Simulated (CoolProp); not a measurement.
Vapour-liquid equilibrium of 1-butene (1) + n-butane (2) at 0.0465 MPa; x and y are mole fractions of (1).

Computed with CoolProp (multi-fluid Helmholtz-energy mixture model, Lemmon 2005 and Bücker 2006; pair parameters Bell 2016).

```tsv
x	bubble temperature (°C)	y at the bubble point	dew temperature at overall composition x (°C)	liquid density (mol/L)
0.05	-19.7	0.063	-19.6	10.73
0.15	-20.3	0.186	[?]	[?]
0.25	-21.0	0.302	[?]	10.89
0.35	-21.6	0.411	-21.3	10.97
0.45	-22.2	0.514	-21.8	[?]
0.55	-22.8	0.610	[?]	[?]
0.65	-23.3	[?]	-23.0	11.22
0.75	-23.7	0.789	-23.5	11.30
0.85	-24.2	0.874	-24.0	11.39
0.95	-24.5	0.958	-24.5	11.48
```

Some entries are withheld; supply them.


- 0.15, dew temperature at overall composition x (°C): -20.2
- 0.15, liquid density (mol/L): 10.81
- 0.25, dew temperature at overall composition x (°C): -20.7
- 0.45, liquid density (mol/L): 11.05
- 0.55, dew temperature at overall composition x (°C): -22.4
- 0.55, liquid density (mol/L): 11.13
- 0.65, y at the bubble point: 0.701

No azeotrope shows between x = 0.05 and 0.95.

The pair parameters rest on a limited set of measurements; away from them the model extrapolates.
